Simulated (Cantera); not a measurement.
An isothermal plug-flow reactor at 600 K and 101000 Pa (inlet), inlet velocity 2.4 m/s, active area per volume 740 1/m; feed CO : O2 : N2 : H2O = 0.007 : 0.018 : 0.79 : 0.021 (molar parts).

Computed with Cantera and Deutschmann's 1995 Pt surface mechanism with GRI-Mech 3.0 gas chemistry. Catalytic surfaces can have several steady states; this one follows from the mechanism file's or the stated starting coverage. Mass transfer to the wall is taken as infinitely fast.

x: gas mole fraction; θ: surface coverage.

```
z (m)       x CO    x O2   x H2O  x CO2  θ free Pt     θ O*  θ CO*
-------  -------  ------  ------  -----  ---------  -------  -----
0.00045  0.00837  0.0215  0.0251    [?]    0.00875  0.00311  0.988
0.00079  0.00837  0.0215  0.0251    [?]    0.00875  0.00312  0.988
0.0014   0.00836  0.0215  0.0251    [?]    0.00875  0.00312  0.988
0.0025   0.00835  0.0215  0.0251    [?]    0.00876  0.00312  0.988
0.0045   0.00833  0.0215  0.0251    [?]    0.00877  0.00313  0.988
0.0079   0.00830  0.0215  0.0251    [?]    0.00879  0.00314  0.988
0.014    0.00824  0.0215  0.0251    [?]    0.00882  0.00316  0.988
0.025    0.00814  0.0214  0.0251    [?]    0.00889  0.00320  0.988
0.045    0.00795  0.0213  0.0251    [?]    0.00901  0.00327  0.987
```

### Question
Some entries are withheld; supply them.

### Answer

- 0.00045, x CO2: 4.12e-6
- 0.00079, x CO2: 7.23e-6
- 0.0014, x CO2: 1.28e-5
- 0.0025, x CO2: 2.29e-5
- 0.0045, x CO2: 4.12e-5
- 0.0079, x CO2: 7.25e-5
- 0.014, x CO2: 0.000129
- 0.025, x CO2: 0.000232
- 0.045, x CO2: 0.000422
